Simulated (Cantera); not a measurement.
Input: 1 mol TEOS, 0.28 mol O2, 65 mol H2, at 100000 Pa.

Cantera equilibrium calculation (NASA polynomials, part measured and part estimated; ideal gas, pure solids and liquids). Candidate condensed phases: C, C6H6, C7H8, C8H18, H2O, Si, SiC, SiO2; 123 gas species. The feed counts by its element totals alone. Kinetics and transport are ignored.

x: gas mole fraction; n: condensed amount in mol.

```json
[
 {"T (°C)": "377", "x H2": "0.842", "x CH4": "0.119", "x H2O": "0.0382", "x CO": "1.15e-7", "x CO2": "…", "n SiO2(α-quartz)": "1.00", "n SiO2(β-quartz)": "0", "n C(graphite)": "0"},
 {"T (°C)": "427", "x H2": "0.842", "x CH4": "0.119", "x H2O": "0.0382", "x CO": "2.10e-6", "x CO2": "…", "n SiO2(α-quartz)": "1.00", "n SiO2(β-quartz)": "0", "n C(graphite)": "0"},
 {"T (°C)": "477", "x H2": "0.842", "x CH4": "0.119", "x H2O": "0.0382", "x CO": "2.62e-5", "x CO2": "…", "n SiO2(α-quartz)": "1.00", "n SiO2(β-quartz)": "0", "n C(graphite)": "0"},
 {"T (°C)": "527", "x H2": "0.843", "x CH4": "0.119", "x H2O": "0.0379", "x CO": "0.000239", "x CO2": "…", "n SiO2(α-quartz)": "1.00", "n SiO2(β-quartz)": "0", "n C(graphite)": "0"},
 {"T (°C)": "577", "x H2": "0.845", "x CH4": "0.117", "x H2O": "0.0361", "x CO": "0.00160", "x CO2": "…", "n SiO2(α-quartz)": "0", "n SiO2(β-quartz)": "1.00", "n C(graphite)": "0"},
 {"T (°C)": "627", "x H2": "0.853", "x CH4": "0.110", "x H2O": "0.0296", "x CO": "0.00694", "x CO2": "…", "n SiO2(α-quartz)": "0", "n SiO2(β-quartz)": "1.00", "n C(graphite)": "0"},
 {"T (°C)": "677", "x H2": "0.867", "x CH4": "0.0971", "x H2O": "0.0182", "x CO": "0.0173", "x CO2": "…", "n SiO2(α-quartz)": "0", "n SiO2(β-quartz)": "1.00", "n C(graphite)": "0"},
 {"T (°C)": "727", "x H2": "0.889", "x CH4": "0.0755", "x H2O": "0.00911", "x CO": "0.0259", "x CO2": "…", "n SiO2(α-quartz)": "0", "n SiO2(β-quartz)": "1.00", "n C(graphite)": "0.723"},
 {"T (°C)": "777", "x H2": "0.917", "x CH4": "0.0482", "x H2O": "0.00491", "x CO": "0.0295", "x CO2": "…", "n SiO2(α-quartz)": "0", "n SiO2(β-quartz)": "1.00", "n C(graphite)": "2.27"},
 {"T (°C)": "827", "x H2": "0.935", "x CH4": "0.0314", "x H2O": "0.00262", "x CO": "0.0313", "x CO2": "…", "n SiO2(α-quartz)": "0", "n SiO2(β-quartz)": "1.00", "n C(graphite)": "3.29"}
]
```

**Question.** Complete the blanks.

**Answer.** 
- 377, x CO2: 8.13e-8
- 427, x CO2: 8.95e-7
- 477, x CO2: 7.27e-6
- 527, x CO2: 4.54e-5
- 577, x CO2: 0.000208
- 627, x CO2: 0.000554
- 677, x CO2: 0.000652
- 727, x CO2: 0.000382
- 777, x CO2: 0.000186
- 827, x CO2: 8.67e-5
